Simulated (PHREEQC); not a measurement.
Make-up at 25 °C: 1.2 mmol/kgw Ca(HCO3)2, 13 mmol/kgw CO2 and 0.018 mmol/kgw H4SiO4. Closed to the air; pH follows from the charge balance.

The numbers come from PHREEQC with the ion-association model, phreeqc.dat.

This is a speciation only: nothing precipitates in the calculation.

### Question
Estimate the pH.

### Answer
pH 5.59.

### Question
In which forms is Ca present?

### Answer
Ca+2 98 %, CaHCO3+ 2.3 % of the Ca.
